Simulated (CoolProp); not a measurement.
Vapour-liquid equilibrium of R134a (1) + R141b (2) at 152 kPa; x and y are mole fractions of (1).

Values from CoolProp's multi-fluid Helmholtz-energy mixture model, Tillner-Roth 1994 and Lemmon 2006; pair parameters Bell 2016.

| x | bubble temperature, mixture model (K) | bubble temperature, Raoult's law (K) | y, mixture model | y, Raoult's law |
|---|---|---|---|---|
| 0.05 | 304.7 | 308.4 | ___ | 0.293 |
| 0.125 | ___ | 298.2 | 0.633 | 0.547 |
| 0.2 | 282.9 | 290.5 | 0.759 | 0.692 |
| 0.275 | 276.8 | 284.4 | ___ | 0.782 |
| 0.35 | 272.5 | 279.4 | 0.869 | 0.841 |
| 0.425 | 269.2 | 275.3 | ___ | 0.883 |
| 0.5 | ___ | 271.7 | ___ | 0.914 |
| 0.575 | 264.7 | 268.6 | 0.930 | 0.936 |
| 0.65 | 263.0 | 265.9 | 0.943 | 0.954 |
| 0.725 | 261.5 | 263.4 | 0.954 | 0.968 |
| 0.8 | 260.1 | 261.3 | ___ | 0.979 |
| 0.875 | 258.7 | 259.3 | ___ | 0.988 |
| 0.95 | 257.3 | 257.5 | 0.990 | 0.996 |

### Question
Some entries are withheld; supply them.

### Answer

- 0.05, y, mixture model: 0.364
- 0.125, bubble temperature, mixture model (K): 291.6
- 0.275, y, mixture model: 0.827
- 0.425, y, mixture model: 0.896
- 0.5, bubble temperature, mixture model (K): 266.7
- 0.5, y, mixture model: 0.915
- 0.8, y, mixture model: 0.965
- 0.875, y, mixture model: 0.977

The largest gap from Raoult's law is -7.6 K in bubble temperature, at x = 0.275. No azeotrope shows between x = 0.05 and 0.95.

Pair parameters are fitted to limited data, so mixtures are less certain than the pure fluids.
